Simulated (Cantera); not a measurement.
A Cantera script and its output.

```python
import numpy as np
import cantera as ct

gas = ct.Solution("gri30.yaml")


def delay(T, t_max=10):
    gas.TPX = T, 500000, {'CH4': 1, 'C2H6': 0.047, 'O2': 2.23, 'N2': 8.39, 'CO2': 1.4}
    reactor = ct.IdealGasConstPressureReactor(gas, clone=False)
    net = ct.ReactorNet([reactor])
    net.rtol, net.atol = 1e-8, 1e-16
    while net.time < t_max:
        t_old, T_old = net.time, reactor.T
        net.step()
        if reactor.T > T + 400:  # ignition: a rise of 400 K
            return t_old + (T + 400 - T_old) / (reactor.T - T_old) * (net.time - t_old)
    return np.nan


taus = []
for T in [1125, 1200, 1275, 1350, 1425]:
    taus.append(delay(T))
    print(f"T0 = {T:6g} K   tau = {taus[-1]:.4e} s")

# d ln(tau) / d ln(k), from doubling and halving each rate constant
T, sens = 1425, []
for i in range(gas.n_reactions):
    gas.set_multiplier(2.0, i)
    up = delay(T)
    gas.set_multiplier(0.5, i)
    down = delay(T)
    gas.set_multiplier(1.0, i)
    sens.append((np.log(up / down) / np.log(4.0), gas.reaction(i).equation))
sens.sort(key=lambda x: -abs(x[0]))
print(f"sensitivities at {T} K")
for s, eq in sens[:10]:
    print(f"{s:8.3f}  {eq}")
```

Output:

```
T0 =   1125 K   tau = 9.4209e-03 s
T0 =   1200 K   tau = 4.0177e-03 s
T0 =   1275 K   tau = 1.7921e-03 s
T0 =   1350 K   tau = 8.2042e-04 s
T0 =   1425 K   tau = 3.8395e-04 s
sensitivities at 1425 K
  -0.494  H + O2 <=> O + OH
  -0.406  CH3 + HO2 <=> CH3O + OH
   0.384  CH4 + H <=> CH3 + H2
   0.358  2 CH3 (+M) <=> C2H6 (+M)
   0.327  CH4 + OH <=> CH3 + H2O
  -0.308  CH3 + O2 <=> CH3O + O
  -0.200  C2H6 + OH <=> C2H5 + H2O
  -0.181  CH3 + O2 <=> CH2O + OH
  -0.130  CH2O + CH3 <=> CH4 + HCO
  -0.127  CH2O + O2 <=> HCO + HO2
```

Cantera simulation using GRI-Mech 3.0 (53 species, 325 reactions); the numbers are that mechanism's predictions, not measurements.
